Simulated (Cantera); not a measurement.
Feed: 1 mol BN, 14 mol Cl2, 9.7 mol N2, held at 1400 °C and 0.00730 bar.

Method: chemical equilibrium by Gibbs-energy minimisation in Cantera with the NASA 1993 tables (ideal gas, pure condensed phases). Candidate condensed phases: B, BN; 10 gas species. Rates play no part.

Base state: Cl 0.576, N2 0.306, Cl2 0.0876, BCl3 0.0300 (mole fractions); condensed: gas only.

Task: What changes in the equilibrium state with this change: temperature from 1400 °C to 625 °C?

Result: 
| species | before | after |
|---|---|---|
| Cl2 | 0.0876 | 0.527 |
| N2 | 0.306 | 0.430 |
| BCl3 | 0.0300 | 0.0422 |
| Cl | 0.576 | 0.000607 |
